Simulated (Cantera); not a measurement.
Charge: 1 mol SiH₂Cl₂, 23 mol H₂, 1.1 mol C₂H₂, held at 2223.15 K and 18.8 Torr.

Equilibrium computed with Cantera from the NASA thermochemical tables; the gas is ideal and each condensed phase is pure. Candidate condensed phases: C, C₆H₆, C₇H₈, C₈H₁₈, Si, SiC; 109 gas species. The tables' values for SiCl are old estimates; treat these amounts as uncertain. Gases not in the tables: Si₂H₆ and higher silanes. Kinetics and transport are ignored.

Base state: H₂ 0.883, HCl 0.0700, H 0.0381, C₂H₂ (acetylene) 0.00256, Cl 0.00219, Si 0.00212, SiCl₂ 0.00120, SiCl 0.000282 (mole fractions); condensed: C(graphite) + SiC(s).

What changes in the equilibrium state with this change: C₂H₂ from 1.1 to 0.22 mol?


| species | before | after |
|---|---|---|
| H₂ | 0.883 | 0.877 |
| HCl | 0.0700 | 0.0620 |
| H | 0.0381 | 0.0380 |
| Si | 0.00212 | 0.0125 |
| Si₃ | 9.09e-8 | 1.85e-5 |
| C₂H₂ (acetylene) | 0.00256 | 7.37e-5 |
| C(graphite), mol | 1.16 | 0 |
| SiC(s), mol | 0.886 | 0.413 |
